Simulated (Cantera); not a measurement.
Input: 1 mol KCl, 0.074 mol HCl, 2.3 mol H2, equilibrated at 1127 °C and 4.90 Pa.

Method: chemical equilibrium by Gibbs-energy minimisation in Cantera with the NASA 1993 tables (ideal gas, pure condensed phases). Candidate condensed phases: K, KCl; 10 gas species. Equilibrium is a limit: real reactors are often held back by kinetics, nucleation or transport.

Base state: H2 0.679, KCl 0.293, HCl 0.0246, K 0.00273, H 0.000573, K2Cl2 2.51e-5, Cl 1.71e-5 (mole fractions); condensed: gas only.

**Question.** What changes in the equilibrium state with this change: temperature from 1127 °C to 777 °C?

**Answer.** 
```
species    before    after
-------  --------  -------
H2          0.679    0.685
KCl         0.293    0.289
HCl        0.0246   0.0220
K2Cl2     2.51e-5  0.00444
Cl        1.71e-5  2.82e-8
H        0.000573  9.59e-7
K         0.00273  7.33e-6
```
